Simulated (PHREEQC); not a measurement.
Dissolve 0.0037 mol/kgw KH2PO4 and 0.0065 mol/kgw Na2HPO4 at 25 °C. Closed to the air; pH follows from the charge balance.

Computed with PHREEQC (ion-association model, phreeqc.dat).

```json
[
 {"quantity": "pH", "before": "7.26", "after": "4.88"},
 {"quantity": "ionic strength (mol/kgw)", "before": "0.0230", "after": "0.00374"},
 {"quantity": "HPO4-2 (mol/kgw)", "before": "0.00638", "after": "2.08e-5"},
 {"quantity": "H2PO4- (mol/kgw)", "before": "0.00370", "after": "0.00367"},
 {"quantity": "KHPO4- (mol/kgw)", "before": "2.56e-5", "after": "1.15e-7"}
]
```

Question: Which change was made?
A. temperature from 25 to 75 °C
B. Na2HPO4 from 0.0065 to 0.00325 mol/kgw
C. KH2PO4 from 0.0037 to 0.00333 mol/kgw
D. KH2PO4 from 0.0037 to 0.037 mol/kgw
E. Na2HPO4 left out

Answer: E, Na2HPO4 left out

No solid was allowed to form.
